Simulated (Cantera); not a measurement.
A Cantera script and its output.

```python
import numpy as np
import cantera as ct

gas = ct.Solution("gri30.yaml")
gas.TPX = 550, 100000, {'C2H4': 1, 'O2': 1.7, 'N2': 9.4, 'H2O': 0.35}
inlet = ct.Reservoir(gas, clone=True)
gas.equilibrate("HP")  # start burning
reactor = ct.IdealGasConstPressureReactor(gas, energy="on", clone=False)
exhaust = ct.Reservoir(gas, clone=True)
tau = [0.2, 0.067, 0.023, 0.0078, 0.0026, 0.0009, 0.00031, 0.0001, 3.6e-05, 1.2e-05, 4.1e-06][0]
for a, b in ((inlet, reactor), (reactor, exhaust)):
    ct.MassFlowController(a, b, mdot=lambda t: reactor.mass / tau)
net = ct.ReactorNet([reactor])
show = ['C2H4', 'O2', 'H2O', 'CH4', 'CH3', 'CH2O', 'CH2']

rows = []
print(f"{'tau/s':>10s}{'T/K':>9s}" + "".join(f"{s:>11s}" for s in show))
for tau in [0.2, 0.067, 0.023, 0.0078, 0.0026, 0.0009, 0.00031, 0.0001, 3.6e-05, 1.2e-05, 4.1e-06]:
    net.initial_time = 0.0
    net.advance(30 * tau)
    before = gas.X
    net.advance(40 * tau)
    drift = np.max(np.abs(gas.X - before) / (gas.X + 1e-9))
    rows.append([gas.T, *gas[show].X, drift])
    print(f"{tau:10.3e}{gas.T:9.1f}" + "".join(f"{x:11.3e}" for x in gas[show].X))
```

It prints:

```
     tau/s      T/K       C2H4         O2        H2O        CH4        CH3       CH2O        CH2
 2.000e-01   1860.5  2.750e-05  1.674e-04  9.946e-02  1.019e-03  9.637e-05  2.339e-06  6.258e-07
 6.700e-02   1860.3  5.669e-05  3.552e-04  1.017e-01  1.145e-03  1.563e-04  4.613e-06  1.505e-06
 2.300e-02   1856.1  1.065e-04  6.809e-04  1.035e-01  1.111e-03  2.308e-04  8.479e-06  3.451e-06
 7.800e-03   1846.2  1.912e-04  1.235e-03  1.045e-01  9.697e-04  3.153e-04  1.496e-05  7.569e-06
 2.600e-03   1828.2  3.521e-04  2.245e-03  1.051e-01  8.201e-04  4.034e-04  2.593e-05  1.538e-05
 9.000e-04   1795.7  7.294e-04  4.384e-03  1.057e-01  7.898e-04  5.111e-04  4.610e-05  2.782e-05
 3.100e-04   1714.5  2.186e-03  1.097e-02  1.052e-01  1.110e-03  7.198e-04  1.020e-04  4.416e-05
 1.000e-04    550.0  8.032e-02  1.365e-01  2.811e-02  1.916e-18  3.346e-23  2.076e-18  8.188e-33
 3.600e-05    550.0  8.032e-02  1.365e-01  2.811e-02  8.671e-21  1.775e-25  9.399e-21  1.587e-35
 1.200e-05    550.0  8.032e-02  1.365e-01  2.811e-02  5.477e-22  1.745e-26  5.937e-22  6.751e-37
 4.100e-06    550.0  8.032e-02  1.365e-01  2.811e-02  3.460e-23  2.212e-27  3.751e-23  1.675e-37
```

Computed with Cantera and GRI-Mech 3.0 (53 species, 325 reactions). GRI-Mech 3.0 was tuned for natural gas; its chemistry of ethylene as a main component is partial and can be far from experiment.
